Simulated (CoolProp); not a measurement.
The fluid at 298.15 K and 3.48 MPa (gas) is heated at constant pressure to 322.2 K. The same conditions are run with several fluids, on thermodynamics alone (safety and materials aside).

Model: reference Helmholtz-energy equation of state of each fluid (oxygen: Schmidt 1985; dry air: Lemmon 2000; carbon dioxide: Span 1996; methane: Setzmann 1991; carbon monoxide: Lemmon 2006), in CoolProp. Blends and air are pseudo-pure fits.

**Question.** Rank oxygen, dry air, carbon dioxide, methane, carbon monoxide by heat (kJ/kg), highest first.

**Answer.** methane (59.1), carbon dioxide (28.7), carbon monoxide (26.4), dry air (25.4), oxygen (23.4)

```csv
fluid,final density (kg/m³)
oxygen,42.1
dry air,37.7
carbon dioxide,67.0
methane,21.8
carbon monoxide,36.5
```

Above 300 K oxygen's equation is extrapolated.
